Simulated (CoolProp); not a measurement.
Vapour-liquid equilibrium of n-pentane (1) + cyclohexane (2) at 806 kPa; x and y are mole fractions of (1).

Values from CoolProp's multi-fluid Helmholtz-energy mixture model, Thol 2019 and Zhou 2014; pair parameters Bell 2016.

Give the bubble temperature and the first vapour's composition at x = 0.35, 0.5, 0.8. Is there an azeotrope?

x = 0.35: 416.4 K, y = 0.567; x = 0.5: 408.1 K, y = 0.707; x = 0.8: 394.8 K, y = 0.904. No azeotrope shows between x = 0.05 and 0.95.

Pair parameters are fitted to limited data, so mixtures are less certain than the pure fluids.
